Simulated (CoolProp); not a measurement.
Vapour pressure (bar) of R124: the reference equation beside estimates from Tc = 122.3 °C, pc = 36.24 bar, ω = 0.288.

The numbers come from the reference Helmholtz-energy equation of state, de Vries 1995 in CoolProp.

```
T (°C)  reference  Lee-Kesler  van der Waals  Redlich-Kwong  Peng-Robinson
------  ---------  ----------  -------------  -------------  -------------
-13.85     0.9356      0.9299          5.163          1.781         0.9372
-0.75       1.585       1.583          6.692          2.764          1.580
12.35       2.538       2.544          8.492          4.093          2.526
25.45       3.880       3.895          10.58          5.825          3.859
38.55       5.700       5.724          12.97          8.017          5.673
51.65       8.095       8.124          15.68          10.72          8.070
64.85       11.20       11.22          18.74          14.02          11.19
77.95       15.08       15.09          22.13          17.91          15.10
```

Absolute difference from the reference over all 8 rows, mean and median: Lee-Kesler 0.3 and 0.3 %, van der Waals 189.6 and 150.1 %, Redlich-Kwong 49.1 and 45.4 %, Peng-Robinson 0.3 and 0.3 %.
